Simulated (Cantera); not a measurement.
Input (Python, Cantera):

```python
import numpy as np
import cantera as ct

gas = ct.Solution("gri30.yaml")
gas.TPX = 1225, 300000, {'CO': 0.0024, 'O2': 0.00036, 'H2O': 0.078, 'N2': 1}
reactor = ct.IdealGasConstPressureReactor(gas, energy="off", clone=False)
net = ct.ReactorNet([reactor])
net.rtol, net.atol = 1e-08, 1e-18
show = ['CO', 'O2', 'H2O', 'NO2', 'H2', 'CO2']
times = np.geomspace(4e-05, 2, 15)

steps = ct.SolutionArray(gas, extra=["t"])
rows = []
print(f"{'t/s':>10s}{'T/K':>9s}{'P/Pa':>11s}" + "".join(f"{s:>11s}" for s in show))
for t in times:
    while net.time < t:
        t_next = net.step()
        steps.append(gas.state, t=t_next)
    rows.append([np.interp(t, steps.t, y) for y in (steps.T, steps.P, *steps(*show).X.T)])
    print(f"{t:10.3e}{rows[-1][0]:9.1f}{rows[-1][1]:11.4g}" + "".join(f"{x:11.3e}" for x in rows[-1][2:]))
rate = np.gradient(steps.T, steps.t)
print("integrator steps:", len(steps.t))
if steps.T.max() > steps.T[0] + 200:
    print(f"time of steepest temperature rise: {steps.t[rate.argmax()]:.4e} s")
gas.TPX = 1225, 300000, {'CO': 0.0024, 'O2': 0.00036, 'H2O': 0.078, 'N2': 1}
gas.equilibrate("TP")
print(f"equilibrium (TP): T = {gas.T:.1f} K  " + "  ".join(f"{s} {gas[s].X[0]:.3e}" for s in show))
```

Output:

```
       t/s      T/K       P/Pa         CO         O2        H2O        NO2         H2        CO2
 4.000e-05   1225.0      3e+05  2.221e-03  3.331e-04  7.217e-02  2.440e-29  8.860e-13  8.861e-12
 8.664e-05   1225.0      3e+05  2.221e-03  3.331e-04  7.217e-02  3.381e-28  8.224e-12  2.846e-11
 1.876e-04   1225.0      3e+05  2.221e-03  3.331e-04  7.217e-02  4.845e-27  5.905e-11  1.108e-10
 4.064e-04   1225.0      3e+05  2.221e-03  3.331e-04  7.217e-02  7.752e-26  3.555e-10  4.952e-10
 8.803e-04   1225.0      3e+05  2.221e-03  3.331e-04  7.217e-02  1.526e-24  2.081e-09  2.526e-09
 1.907e-03   1225.0      3e+05  2.221e-03  3.331e-04  7.217e-02  4.673e-23  1.420e-08  1.620e-08
 4.130e-03   1225.0      3e+05  2.220e-03  3.331e-04  7.217e-02  5.211e-21  1.705e-07  1.899e-07
 8.944e-03   1225.0      3e+05  2.208e-03  3.323e-04  7.216e-02  6.441e-17  1.115e-05  1.240e-05
 1.937e-02   1225.0      3e+05  9.233e-04  1.340e-04  7.127e-02  3.351e-13  8.965e-04  1.298e-03
 4.196e-02   1225.0      3e+05  2.455e-04  7.625e-06  7.087e-02  1.827e-13  1.323e-03  1.976e-03
 9.088e-02   1225.0      3e+05  1.522e-04  1.435e-06  7.079e-02  1.101e-13  1.405e-03  2.069e-03
 1.968e-01   1225.0      3e+05  1.172e-04  4.206e-07  7.076e-02  7.386e-14  1.438e-03  2.104e-03
 4.263e-01   1225.0      3e+05  9.882e-05  1.502e-07  7.074e-02  4.796e-14  1.456e-03  2.123e-03
 9.234e-01   1225.0      3e+05  8.774e-05  6.000e-08  7.073e-02  2.851e-14  1.467e-03  2.134e-03
 2.000e+00   1225.0      3e+05  8.060e-05  2.566e-08  7.072e-02  1.539e-14  1.474e-03  2.141e-03
integrator steps: 1315
equilibrium (TP): T = 1225.0 K  CO 6.659e-05  O2 3.409e-13  H2O 7.071e-02  NO2 1.082e-17  H2 1.488e-03  CO2 2.155e-03
```

Model: GRI-Mech 3.0 (53 species, 325 reactions), integrated in Cantera.
